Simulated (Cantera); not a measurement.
Source: NASA polynomial tables (part measured, part estimated), evaluated in Cantera. Values are per mole of reaction as written; species without (g) are pure solids or liquids, kept so even where they would boil at 1 bar.

Task: Between 300 and 1625 K, where is each reaction favourable under standard conditions?
- 2 SiO(g) + 2 SiCl4(g) ⇌ O2(g) + 4 SiCl2(g)
- 2 Cl(g) + Si(g) ⇌ SiCl2(g)

Result: 
- 2 SiO(g) + 2 SiCl4(g) ⇌ O2(g) + 4 SiCl2(g): ΔG° is 778 kJ at 300 K and 472 kJ at 1625 K; it stays positive (K < 1). ΔH° is 829 kJ and ΔS° 220 J/K at 1625 K.
- 2 Cl(g) + Si(g) ⇌ SiCl2(g): ΔG° is -796 kJ at 300 K and -493 kJ at 1625 K; it stays negative (K > 1). ΔH° is -873 kJ and ΔS° -234 J/K at 1625 K.
